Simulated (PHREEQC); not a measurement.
NaHS is added in steps, without added water, to 1 kg of water holding 0.0024 mol NiCl2 and 0.00011 mol NaCl, at 25 °C. The system is closed to oxygen. The system is closed to CO2. The run lets Ni(OH)2, Millerite, Halite precipitate or redissolve, and no other solid.

Base run: PHREEQC, ion-association model, wateq4f.dat. Each further column changes one thing. The table gives Ni in solution (mol/kgw).

| NaHS added (mol) | base | NaCl replaced by KCl at the same molality | temperature from 25 to 40 °C | NiCl2 from 0.0024 to 0.00024 mol/kgw |
|---|---|---|---|---|
| 0 | 0.00240 | 0.00240 | 0.00240 | 0.000240 |
| 0.001225 | 0.00126 | 0.00126 | 0.00125 | 5.78e-13 |
| 0.003063 | 0.000198 | 0.000198 | 0.000179 | 5.51e-14 |
| 0.004287 | 1.19e-5 | 1.19e-5 | 1.01e-5 | 2.71e-14 |
| 0.005513 | 8.02e-12 | 8.02e-12 | 1.47e-11 | 1.64e-14 |
| 0.006738 | 1.14e-12 | 1.14e-12 | 2.08e-12 | 1.12e-14 |
| 0.008575 | 3.18e-13 | 3.18e-13 | 5.84e-13 | 0 |
| 0.0098 | 1.88e-13 | 1.88e-13 | 3.45e-13 | 0 |

The polysulfide entries of wateq4f.dat were taken out for this run. Constants without temperature data keep their 25 °C values here.
